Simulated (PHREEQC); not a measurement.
Solution (25 °C): 0.015 mol/kgw Na2SeO3 and 0.013 mol/kgw H2SO4. Closed to the air; pH follows from the charge balance.

Computed with PHREEQC (ion-association model, wateq4f.dat).

```csv
quantity,before,after
pH,2.69,8.53
ionic strength (mol/kgw),0.0426,0.0420
SeO3-2 (mol/kgw),2.05e-8,0.00980
```

### Question
Name the change that produced these shifts.
(A) H2SO4 from 0.013 to 0.0026 mol/kgw
(B) H2SO4 from 0.013 to 0.0143 mol/kgw
(C) 0.00052 mol/kgw NaBF4 added
(D) temperature from 25 to 85 °C
(E) H2SO4 left out

### Answer
A, H2SO4 from 0.013 to 0.0026 mol/kgw

Precipitation was switched off in this run.
